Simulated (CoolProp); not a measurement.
Vapour-liquid equilibrium of CH2F2 (R32) (1) + R134a (2) at 5.35 bar; x and y are mole fractions of (1).

The numbers come from the multi-fluid Helmholtz-energy mixture model, Tillner-Roth 1997 and Tillner-Roth 1994; pair parameters Lemmon 2004 in CoolProp.

**Question.** Give the bubble temperature and the first vapour's composition at x = 0.5, 0.8, 0.95. Is there an azeotrope?

**Answer.** x = 0.5: -0.7 °C, y = 0.707; x = 0.8: -8.3 °C, y = 0.907; x = 0.95: -11.4 °C, y = 0.979. No azeotrope shows between x = 0.05 and 0.95.

Pair parameters are fitted to limited data, so mixtures are less certain than the pure fluids.
